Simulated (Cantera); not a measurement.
## NO annealing gas

An isothermal, constant-pressure homogeneous reactor starts with 26.1 % NO, 67.9 % N2, 6.01 % H2O, at 2098 K and 750 Torr.

Computed with Cantera and GRI-Mech 3.0 (53 species, 325 reactions).

| t (s) | x NO | x O2 | x O | x N2 | x NO2 |
|---|---|---|---|---|---|
| 4.00e-5 | 0.261 | 3.97e-8 | 8.21e-7 | 0.679 | 1.57e-6 |
| 0.000241 | 0.261 | 1.57e-5 | 1.34e-5 | 0.679 | 2.41e-5 |
| 0.00145 | 0.260 | 0.000780 | 4.41e-5 | 0.679 | 2.61e-5 |
| 0.00877 | 0.255 | 0.00301 | 8.10e-5 | 0.681 | 4.60e-5 |
| 0.0529 | 0.229 | 0.0158 | 0.000178 | 0.695 | 9.28e-5 |
| 0.319 | 0.118 | 0.0710 | 0.000369 | 0.750 | 0.000101 |
| 1.92 | 0.0119 | 0.124 | 0.000485 | 0.803 | 1.34e-5 |
| 11.6 | 0.00778 | 0.126 | 0.000489 | 0.805 | 8.86e-6 |
| 70.0 | 0.00778 | 0.126 | 0.000489 | 0.805 | 8.86e-6 |
x: mole fraction; the columns are a selection and need not sum to one.

Equilibrium at this temperature and pressure: NO 0.00778, O2 0.126, O 0.000489, N2 0.805, NO2 8.86e-6 (gas phase only).
